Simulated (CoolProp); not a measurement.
R141b along the isobar 8.56 bar: density (kg/m³) from the reference equation and from simpler models built on Tc = 204.4 °C, pc = 42.12 bar, ω = 0.220; each cubic takes its own stable root.

The numbers come from the reference Helmholtz-energy equation of state, Lemmon 2006 in CoolProp. It is a short technical equation, of lower accuracy than the large ones.

```csv
T (°C),phase,reference
-19.75,liquid,1319
-12.55,liquid,1306
-5.25,liquid,1292
1.95,liquid,1279
9.15,liquid,1266
16.35,liquid,1252
23.65,liquid,1238
30.85,liquid,1224
38.05,liquid,1210
45.25,liquid,1195
```

How far does each simpler model (van der Waals, Peng-Robinson) lie from the reference over these 10 states: mean and median of the absolute difference, and the worst?


- van der Waals: mean 39.1 %, median 39.0 %, worst -39.2 % at -19.75 °C and 8.56 bar
- Peng-Robinson: mean 3.6 %, median 3.7 %, worst +3.8 % at 38.05 °C and 8.56 bar
